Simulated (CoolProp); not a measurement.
1,2-dichloroethane at 334.86 K and 0.036 MPa is throttled through a valve to 0.0221 MPa with no heat exchange. Each further row changes one setting.

Model: reference Helmholtz-energy equation of state, Thol 2015, in CoolProp.

```tsv
case	temperature change (K)	final density (kg/m³)
as stated	(withheld)	(withheld)
outlet pressure 0.00663 MPa	(withheld)	(withheld)
outlet pressure 0.0287 MPa	(withheld)	(withheld)
```

Task: What belongs in the gaps?

Result: 
- as stated, temperature change (K): -0.5
- as stated, final density (kg/m³): 0.793
- outlet pressure 0.00663 MPa, temperature change (K): -1.1
- outlet pressure 0.00663 MPa, final density (kg/m³): 0.237
- outlet pressure 0.0287 MPa, temperature change (K): -0.3
- outlet pressure 0.0287 MPa, final density (kg/m³): 1.03
